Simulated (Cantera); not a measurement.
Charge: 1 mol SiH4, 8.7 mol NO, 0.4 mol H2, held at 750 °C and 0.375 Torr.

Equilibrium computed with Cantera from the NASA thermochemical tables; the gas is ideal and each condensed phase is pure. Candidate condensed phases: H2O, Si, SiO2, Si2N2O, Si3N4; 35 gas species. Equilibrium is a limit: real reactors are often held back by kinetics, nucleation or transport.

Base state: N2 0.489, H2O 0.270, O2 0.242, NO 3.39e-5 (mole fractions); condensed: SiO2(β-quartz).

Q: What changes in the equilibrium state with this change: SiH4 replaced by Si2H6?

A: 
```json
[
 {"species": "N2", "before": "0.489", "after": "0.518"},
 {"species": "H2O", "before": "0.270", "after": "0.405"},
 {"species": "O2", "before": "0.242", "after": "0.0774"},
 {"species": "NO", "before": "3.39e-5", "after": "1.97e-5"},
 {"species": "SiO2(β-quartz), mol", "before": "1.00", "after": "2.00"}
]
```
The feed counts by its element totals alone.
